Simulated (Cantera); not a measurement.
Si₂H₆ + O₂ + N₂ (silicon oxide and oxynitride deposition)

Input: 1 mol Si₂H₆, 0.1 mol O₂, 28 mol N₂, held at 1773.15 K.

These are equilibrium values from Cantera (NASA tables, ideal gas, pure condensed phases), not measurements of a reactor. Candidate condensed phases: H₂O, Si, SiO₂, Si₂N₂O, Si₃N₄; 35 gas species. The feed counts by its element totals alone. Mutual solubility and eutectic melting of coexisting phases are not modelled. The tables' values for SiN are old estimates; treat these amounts as uncertain. Kinetics and transport are ignored.

```
P (Pa)   x N₂    x H₂      x Si       x H     x SiO     x Si₂    x Si₂N  n Si(l)  n Si₃N₄(s)  n Si₂N₂O(s)
------  -----  ------  --------  --------  --------  --------  --------  -------  ----------  -----------
5       0.853  0.0855    0.0427    0.0118   0.00610  0.000238  0.000222    0.355           0            0
17      0.883  0.0913    0.0126   0.00660   0.00631   6.99e-5  0.000122     1.38           0            0
59      0.892  0.0938   0.00362   0.00359   0.00637   2.01e-5   6.60e-5     1.68           0            0
210     0.896  0.0950   0.00102   0.00192   0.00640   5.66e-6   3.51e-5     1.76           0            0
710     0.893  0.0994  0.000278   0.00107   0.00666   1.43e-6   1.63e-5        0       0.597            0
2400    0.894  0.0998   3.65e-5  0.000581   0.00570   8.34e-8   1.75e-6        0       0.590       0.0293
8400    0.898   0.101   4.51e-6  0.000312   0.00107   4.46e-9   1.75e-7        0       0.544        0.168
29000   0.899   0.101   5.72e-7  0.000168  0.000205  2.47e-10   1.80e-8        0       0.535        0.194
100000  0.899   0.101   7.26e-8   9.05e-5   3.94e-5  1.38e-11   1.86e-9        0       0.534        0.199
```
x: gas mole fraction; n: condensed amount in mol.

From 5.00e-5 bar to 0.00210 bar the condensed part is Si(l). At 0.00710 bar the condensed part is Si₃N₄(s). From 0.0240 bar to 1.00 bar the condensed part is Si₂N₂O(s) + Si₃N₄(s). The main Si-bearing gas is Si at 5.00e-5 bar and SiO at 1.00 bar. The share of Si in condensed phases is highest at 1.00 bar (99.9 %) and lowest at 5.00e-5 bar (17.8 %).
